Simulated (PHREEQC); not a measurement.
A solution holds 0.26 mol/kgw HF, 0.0013 mol/kgw NH4HF2, 0.0032 mol/kgw H2SiF6 and 0.015 mol/kgw H3PO4, at 89 °C. Closed to the air; pH follows from the charge balance.

Computed with PHREEQC (ion-association model, phreeqc.dat).

This is a speciation only: nothing precipitates in the calculation.

Problem. Predict the pH.

Solution. pH 1.84.

Problem. In which forms is F present?

Solution. HF 89 %, SiF6-2 6.8 %, HF2- 2.8 %, F- 1.4 % of the F.

Away from 25 °C the constants follow the database's enthalpies or fits; those with neither stay at their 25 °C values. SiF6-2 is the database's only silicon fluoride.
